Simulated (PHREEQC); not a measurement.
Make-up at 73 °C: 19 mmol/kgw H3PO4 and 0.039 mmol/kgw K2HPO4. Closed to the air; pH follows from the charge balance.

Equilibrium calculation in PHREEQC: ion-association model, phreeqc.dat.

This is a speciation only: nothing precipitates in the calculation.

What pH, specific conductance does the model give?

pH 2.16; specific conductance 6170 µS/cm.

In which forms is P present?

H3PO4 60 %, H2PO4- 40 % of the P.

At this temperature some constants are extrapolated from 25 °C, and those without enthalpy data are left unchanged.
